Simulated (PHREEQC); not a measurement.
Synthetic water in mg/kgw, 25 °C, pH 6.82: Na 8550; K 293; Ca 123; Mg 506; Cl 9310; S(6) as SO4 8650; Alkalinity as HCO3 125.

Cl is adjusted to close the charge balance.
Valence states are taken as typed.

The numbers come from PHREEQC with the Pitzer model, pitzer.dat.

This is a speciation only: nothing precipitates in the calculation.

Problem. Predict the activity of water, specific conductance, density.

Solution. activity of water 0.989; specific conductance 35000 µS/cm; density 1.018 g/cm³.

Problem. In which forms is C present?

Solution. HCO3- 83 %, CO2 17 % of the C.

Species that the database lacks are ignored.
